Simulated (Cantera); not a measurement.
Feed: 1 mol Si₃N₄, 0.029 mol O₂, 2 mol H₂, equilibrated at 27.0 Torr.

Equilibrium computed with Cantera from the NASA thermochemical tables; the gas is ideal and each condensed phase is pure. Candidate condensed phases: H₂O, Si, SiO₂, Si₂N₂O, Si₃N₄; 35 gas species. Mutual solubility and eutectic melting of coexisting phases are not modelled. Gases not in the tables: Si₂H₆ and higher silanes. Kinetics and transport are ignored.

Question: Which condensed phases are stable at each of these points (T (K)): 1398, 1498, 1598, 1698, 1798, 1898, 1998, 2098?

Answer: 
| T (K) | condensed phases | Si condensed (%) |
|---|---|---|
| 1398 | Si₂N₂O(s) + Si₃N₄(s) | 100.0 |
| 1498 | Si₂N₂O(s) + Si₃N₄(s) | 100.0 |
| 1598 | Si₂N₂O(s) + Si₃N₄(s) | 100.0 |
| 1698 | Si(l) + Si₂N₂O(s) + Si₃N₄(s) | 99.9 |
| 1798 | Si(l) + Si₂N₂O(s) + Si₃N₄(s) | 99.2 |
| 1898 | Si(l) | 98.0 |
| 1998 | Si(l) | 97.9 |
| 2098 | Si(l) | 97.5 |

From 1398 K to 1598 K the condensed part is Si₂N₂O(s) + Si₃N₄(s). From 1698 K to 1798 K the condensed part is Si(l) + Si₂N₂O(s) + Si₃N₄(s). From 1898 K to 2098 K the condensed part is Si(l).
